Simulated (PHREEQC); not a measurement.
Model water analysis in mmol/kgw, 80 °C, pH 5.88, pe 11.7: Na 0.000563; K 0.00119; Ca 0.000572; Mg 0.000439; Cl 0.000786; S(6) 0.000864; Alkalinity (meq/kgw) 0.00126; Si 2.27e-05; Br 1.57e-05.

Valence states are taken as typed.

The numbers come from PHREEQC with the ion-association model, phreeqc.dat.

Each row changes one thing in this solution. Precipitation was switched off in this run.

```json
[
 {"case": "as made", "ionic strength (mol/kgw)": "6.98e-6", "HSO4- (mol/kgw)": "4.49e-10", "MgSO4 (mol/kgw)": "2.85e-10", "MgOH+ (mol/kgw)": "7.86e-11", "MgHCO3+ (mol/kgw)": "1.97e-11", "KSO4- (mol/kgw)": "1.60e-11", "SI of Quartz (SiO2)": "-4.34"},
 {"case": "temperature from 80 to 65 °C at the same typed pH", "ionic strength (mol/kgw)": "6.98e-6", "HSO4- (mol/kgw)": "2.95e-10", "MgSO4 (mol/kgw)": "2.14e-10", "MgOH+ (mol/kgw)": "2.89e-11", "MgHCO3+ (mol/kgw)": "1.73e-11", "KSO4- (mol/kgw)": "1.32e-11", "SI of Quartz (SiO2)": "-4.18"},
 {"case": "Mg from 0.000439 to 0.000878 mmol/kgw", "ionic strength (mol/kgw)": "?", "HSO4- (mol/kgw)": "?", "MgSO4 (mol/kgw)": "?", "MgOH+ (mol/kgw)": "?", "MgHCO3+ (mol/kgw)": "3.94e-11", "KSO4- (mol/kgw)": "1.60e-11", "SI of Quartz (SiO2)": "-4.34"}
]
```

**Question.** Complete the blanks.

**Answer.** 
- Mg from 0.000439 to 0.000878 mmol/kgw, ionic strength (mol/kgw): 7.86e-6
- Mg from 0.000439 to 0.000878 mmol/kgw, HSO4- (mol/kgw): 4.48e-10
- Mg from 0.000439 to 0.000878 mmol/kgw, MgSO4 (mol/kgw): 5.70e-10
- Mg from 0.000439 to 0.000878 mmol/kgw, MgOH+ (mol/kgw): 1.57e-10

Species that the database lacks are ignored. At this temperature some constants are extrapolated from 25 °C, and those without enthalpy data are left unchanged.
